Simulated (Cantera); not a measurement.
# Adiabatic ignition

An adiabatic, constant-volume homogeneous reactor starts with C2H4 : O2 : N2 : H2O = 1 : 4.17 : 15.7 : 1.1 (molar parts), equivalence ratio 0.72, at 1625 K and 18.0 bar.

Computed with Cantera and GRI-Mech 3.0 (53 species, 325 reactions). GRI-Mech 3.0 was tuned for natural gas; its chemistry of ethylene as a main component is partial and can be far from experiment. The pressure lies above the range GRI-Mech 3.0 was tuned for (to about 10 atm). Above 3000 K some thermodynamic fits are extrapolated.

```csv
t (s),T (K),P (bar),x C2H4,x O2,x H2O,x NO2,x CH2CO,x O,x CH4
9.00e-6,3076,34.9,<1e-12,0.0557,0.121,6.84e-6,<1e-12,0.00587,<1e-12
2.76e-5,3063,34.7,<1e-12,0.0519,0.122,1.99e-5,<1e-12,0.00544,<1e-12
8.44e-5,3049,34.5,<1e-12,0.0480,0.123,3.27e-5,<1e-12,0.00501,<1e-12
0.000258,3046,34.5,<1e-12,0.0473,0.123,3.50e-5,<1e-12,0.00493,<1e-12
0.000792,3046,34.5,<1e-12,0.0473,0.123,3.50e-5,<1e-12,0.00493,<1e-12
0.00242,3046,34.5,<1e-12,0.0473,0.123,3.50e-5,<1e-12,0.00493,<1e-12
0.00742,3046,34.5,<1e-12,0.0473,0.123,3.50e-5,<1e-12,0.00493,<1e-12
0.0227,3046,34.5,<1e-12,0.0473,0.123,3.50e-5,<1e-12,0.00493,<1e-12
0.0696,3046,34.5,<1e-12,0.0473,0.123,3.50e-5,<1e-12,0.00493,<1e-12
0.213,3046,34.5,<1e-12,0.0473,0.123,3.50e-5,<1e-12,0.00493,<1e-12
0.653,3046,34.5,<1e-12,0.0473,0.123,3.50e-5,<1e-12,0.00493,<1e-12
2.00,3046,34.5,<1e-12,0.0473,0.123,3.50e-5,<1e-12,0.00493,<1e-12
```
x: mole fraction; the columns are a selection and need not sum to one.

The time of steepest temperature rise is 2.06 µs and the temperature at 2.00 s is 3046 K. The equilibrium temperature comes out as 3046 K and the x(C2H4) at 2.00 s comes out as <1e-12 (gas-phase equilibrium <1e-12). The x(O2) at 2.00 s comes out as 0.0473 (gas-phase equilibrium 0.0473) and the x(H2O) at 2.00 s comes out as 0.123 (gas-phase equilibrium 0.123).
